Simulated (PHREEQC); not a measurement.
A solution holds 25 mmol/kgw ZnSO4, 1 mmol/kgw NaCl and 59 mmol/kgw MnSO4, at 25 °C. Closed to the air; pH follows from the charge balance.

Computed with PHREEQC (ion-association model, phreeqc.dat).

Precipitation was switched off in this run.

### Question
Order these Zn species by the share of Zn that they hold, largest first: ZnSO4, Zn(SO4)2-2, Zn+2.

### Answer
Zn+2 (46 %), ZnSO4 (40 %), Zn(SO4)2-2 (14 %)

The pH is 5.85 and the ionic strength 0.183 mol/kgw. Complexes and solids missing from the database can't appear.
